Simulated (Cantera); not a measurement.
## Dilute partial oxidation

An isothermal, constant-pressure homogeneous reactor starts with 0.357 % CH3OH, 0.486 % O2, 99.2 % N2, at 1075 K and 3.55 atm.

Model: GRI-Mech 3.0 (53 species, 325 reactions), integrated in Cantera. GRI-Mech 3.0 was tuned for natural gas; its chemistry of methanol as a main component is partial and can be far from experiment.

| t (s) | x CH3OH | x O2 | x CO | x C2H6 | x H2 |
|---|---|---|---|---|---|
| 0.000500 | 0.00357 | 0.00486 | 5.65e-10 | <1e-12 | 3.99e-9 |
| 0.000998 | 0.00357 | 0.00486 | 1.13e-9 | <1e-12 | 8.28e-9 |
| 0.00199 | 0.00357 | 0.00486 | 2.26e-9 | <1e-12 | 1.73e-8 |
| 0.00397 | 0.00357 | 0.00486 | 4.52e-9 | 2.24e-12 | 3.70e-8 |
| 0.00793 | 0.00357 | 0.00486 | 9.10e-9 | 4.83e-12 | 8.25e-8 |
| 0.0158 | 0.00357 | 0.00486 | 1.86e-8 | 9.50e-12 | 2.05e-7 |
| 0.0316 | 0.00357 | 0.00486 | 4.14e-8 | 1.72e-11 | 6.35e-7 |
| 0.0630 | 0.00356 | 0.00486 | 1.57e-7 | 2.78e-11 | 3.02e-6 |
| 0.126 | 0.00187 | 0.00402 | 0.000926 | 2.14e-11 | 0.00110 |
| 0.251 | 4.14e-12 | 0.000265 | 0.00142 | <1e-12 | 9.86e-5 |
| 0.501 | <1e-12 | 1.37e-6 | 0.000683 | <1e-12 | 0.000309 |
| 1.00 | <1e-12 | 1.43e-7 | 0.000609 | <1e-12 | 0.000380 |
x: mole fraction; the columns are a selection and need not sum to one.

Equilibrium at this temperature and pressure: CH3OH <1e-12, O2 <1e-12, CO 0.000315, C2H6 <1e-12, H2 0.000674 (gas phase only).
